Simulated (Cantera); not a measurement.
Source: NASA polynomial tables (part measured, part estimated), evaluated in Cantera. Values are per mole of reaction as written; species without (g) are pure solids or liquids, kept so even where they would boil at 1 bar.

2 FeCl2(g) + Cl2(g) = 2 FeCl3(g), with ΔH° = -224.2 kJ and ΔS° = -133.2 J/K at 300 K.

### Question
How far is the shortcut ΔG° ≈ ΔH°(300 K) − T·ΔS°(300 K) from the full temperature-dependent value at 2525, 2575, 2625, 2675, 2725, 2775 K?

### Answer
```tsv
T (K)	shortcut (kJ)	full (kJ)	difference (kJ)	difference in log10 K
2525	112.1	100.2	11.8	-0.24
2575	118.7	106.6	12.1	-0.24
2625	125.4	113.1	12.3	-0.24
2675	132.0	119.5	12.5	-0.24
2725	138.7	126.0	12.7	-0.24
2775	145.4	132.5	12.9	-0.24
```
The shortcut ignores the heat-capacity change of the reaction.
